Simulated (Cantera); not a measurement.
# Premixed flame

A freely propagating, adiabatic, planar premixed flame of H2 : O2 : N2 : H2O = 1 : 0.172 : 0.569 : 0.079 (molar parts), equivalence ratio 2.9, unburnt at 448 K and 0.500 bar; mixture-averaged transport, grid criteria slope 0.08 and curve 0.16, no radiation.

Computed with Cantera and the H2/O2 subset of GRI-Mech 3.0, which has no nitrogen chemistry. Burning velocities carry a grid error of a few per cent, more on coarse grids.

```tsv
z (mm)	T (K)	u (m/s)	x H2	x O2	x H2O	x O	x HO2	x OH
-3.03	448	4.50	0.549	0.0945	0.0434	<1e-8	<1e-8	<1e-8
-2.02	448	4.50	0.549	0.0945	0.0434	<1e-8	<1e-8	<1e-8
-1.52	448	4.50	0.549	0.0945	0.0434	<1e-8	<1e-8	<1e-8
-1.01	448	4.50	0.549	0.0945	0.0434	<1e-8	2.20e-7	<1e-8
-0.506	477	4.75	0.545	0.0946	0.0448	7.16e-6	0.000198	4.45e-5
-0.253	706	6.87	0.518	0.0884	0.0652	0.000134	0.000128	0.000373
0	1055	10.00	0.449	0.0628	0.125	0.00108	4.72e-5	0.000677
0.253	1294	12.2	0.377	0.0211	0.205	0.00131	1.37e-5	0.00121
0.506	1400	13.2	0.354	0.00422	0.238	0.000501	2.59e-6	0.00116
1.01	1491	14.0	0.354	0.000217	0.247	0.000195	1.25e-7	0.00121
2.02	1580	14.7	0.363	4.73e-5	0.249	0.000146	2.96e-8	0.00126
4.05	1669	15.4	0.372	2.89e-5	0.251	9.48e-5	1.90e-8	0.00118
8.09	1744	16.0	0.380	1.55e-5	0.253	5.17e-5	1.11e-8	0.000976
```
x: mole fraction of selected species; z is measured from the peak of heat release.

The laminar burning velocity is 450 cm/s, the thermal thickness comes out as 1.01 mm and the peak x(O) comes out as 0.00153. The peak x(HO2) is 0.000237 and the peak x(OH) comes out as 0.00126. The grid points is 128.
